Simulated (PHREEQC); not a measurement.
Make-up at 20 °C: 0.0048 mol/kgw MgCl2 and 0.0003 mol/kgw Na2SO4. It is in equilibrium with CO2 at log p = 0 (atm). Otherwise closed; pH follows from the charge balance.

All values are PHREEQC results (ion-association model, phreeqc.dat), not measurements.

```
Item                          Result
--------------------  --------------
pH                              3.89
ionic strength        0.0151 mol/kgw
specific conductance      1070 µS/cm
```

| species | molality | activity | log γ |
|---|---|---|---|
| CO2 | 0.0388 | 0.0389 | 0.002 |
| Cl- | 0.00960 | 0.00848 | -0.054 |
| Mg+2 | 0.00471 | 0.00297 | -0.201 |
| Na+ | 0.000600 | 0.000532 | -0.052 |
| SO4-2 | 0.000216 | 0.000134 | -0.208 |
| H+ | 0.000144 | 0.000129 | -0.046 |
| HCO3- | 0.000140 | 0.000125 | -0.051 |
| MgSO4 | 8.16e-5 | 8.19e-5 | 0.002 |
| (CO2)2 | 2.34e-5 | 2.35e-5 | 0.002 |
| MgHCO3+ | 4.81e-6 | 4.26e-6 | -0.054 |

This is a speciation only: nothing precipitates in the calculation. Complexes and solids missing from the database can't appear.
